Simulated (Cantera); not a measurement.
An adiabatic, constant-pressure homogeneous reactor starts with 9.33 % CH4, 2.71 % C2H6, 0.317 % C3H8, 14.8 % O2, 72.8 % N2, at 1650 K and 2300000 Pa.

Computed with Cantera and GRI-Mech 3.0 (53 species, 325 reactions). The pressure lies above the range GRI-Mech 3.0 was tuned for (to about 10 atm).

**Question.** Predict: time of steepest temperature rise; temperature at 7.00 s; equilibrium temperature; x(CH4) at 7.00 s; x(HCN) at 7.00 s; x(CH3) at 7.00 s; x(N2O) at 7.00 s.

**Answer.** 
```
Property                                                            Result
---------------------------------  ---------------------------------------
time of steepest temperature rise                                  7.74 µs
temperature at 7.00 s                                               2580 K
equilibrium temperature                                             2580 K
x(CH4) at 7.00 s                   3.43e-9 (gas-phase equilibrium 3.83e-9)
x(HCN) at 7.00 s                   2.12e-6 (gas-phase equilibrium 2.12e-6)
x(CH3) at 7.00 s                   1.22e-9 (gas-phase equilibrium 1.36e-9)
x(N2O) at 7.00 s                   1.72e-8 (gas-phase equilibrium 1.72e-8)
```
